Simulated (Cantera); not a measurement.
Pyrogenic steam for wet oxidation

An isothermal, constant-pressure homogeneous reactor starts with 23.8 % H2, 29.3 % O2, 46.9 % N2, at 1048 K and 1.00 bar.

Computed with Cantera and the H2/O2 subset of GRI-Mech 3.0, which has no nitrogen chemistry. The temperature is held fixed by assumption; the heat of reaction is taken as removed at once.

| t (s) | x H2 | x O2 | x O | x H | x H2O |
|---|---|---|---|---|---|
| 0.000800 | 0.0468 | 0.217 | 2.74e-6 | 3.04e-6 | 0.216 |
| 0.00233 | 0.0426 | 0.215 | 3.77e-6 | 4.08e-6 | 0.221 |
| 0.00676 | 0.0301 | 0.210 | 3.66e-6 | 3.19e-6 | 0.235 |
| 0.0196 | 0.0123 | 0.203 | 2.26e-6 | 1.07e-6 | 0.255 |
| 0.0571 | 0.00238 | 0.199 | 5.98e-7 | 1.11e-7 | 0.267 |
| 0.166 | 0.000382 | 0.198 | 5.40e-8 | 5.94e-9 | 0.269 |
| 0.482 | 7.17e-5 | 0.198 | 4.31e-9 | 4.12e-10 | 0.269 |
| 1.40 | 1.01e-5 | 0.198 | 3.79e-10 | 3.43e-11 | 0.270 |
| 4.07 | 1.03e-7 | 0.198 | 4.07e-11 | <1e-12 | 0.270 |
| 11.8 | 2.10e-10 | 0.198 | 2.81e-10 | <1e-12 | 0.270 |
| 34.4 | 2.09e-10 | 0.198 | 2.83e-10 | <1e-12 | 0.270 |
| 100 | 2.09e-10 | 0.198 | 2.83e-10 | <1e-12 | 0.270 |
x: mole fraction; the columns are a selection and need not sum to one.

Equilibrium at this temperature and pressure: H2 2.09e-10, O2 0.198, O 2.83e-10, H <1e-12, H2O 0.270 (gas phase only).
